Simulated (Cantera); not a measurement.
A perfectly stirred reactor is fed with CH4 : C2H6 : O2 : N2 = 1 : 0.14 : 3.07 : 11.6 (molar parts), equivalence ratio 0.81, at 750 Torr; it is adiabatic with a 800 K inlet, and is followed from long to short residence time, starting on the burning branch (τ in s: 0.04, 0.016, 0.0066, 0.0027, 0.0011, 0.00043, 0.00018, 7.1e-05, 2.9e-05, 1.2e-05).

Computed with Cantera and GRI-Mech 3.0 (53 species, 325 reactions).

Task: Predict: blow-out, bracketed by the residence times tried; x(CH4) at τ = 40.0 ms; x(C2H6) at τ = 40.0 ms; x(O2) at τ = 40.0 ms; x(N2O) at τ = 40.0 ms; x(HCN) at τ = 40.0 ms; x(CH4) at τ = 0.430 ms; x(C2H6) at τ = 0.430 ms; x(O2) at τ = 0.430 ms; x(N2O) at τ = 0.430 ms; x(HCN) at τ = 0.430 ms.

Result: 
```
Quantity                                                                      Result
------------------------------------------------  ----------------------------------
blow-out, bracketed by the residence times tried  burning at 71.0 µs, out at 29.0 µs
x(CH4) at τ = 40.0 ms                                                        2.79e-6
x(C2H6) at τ = 40.0 ms                                                       5.35e-8
x(O2) at τ = 40.0 ms                                                          0.0370
x(N2O) at τ = 40.0 ms                                                        3.53e-7
x(HCN) at τ = 40.0 ms                                                        1.81e-7
x(CH4) at τ = 0.430 ms                                                      0.000106
x(C2H6) at τ = 0.430 ms                                                      3.62e-6
x(O2) at τ = 0.430 ms                                                         0.0456
x(N2O) at τ = 0.430 ms                                                       2.05e-7
x(HCN) at τ = 0.430 ms                                                       3.56e-7
```
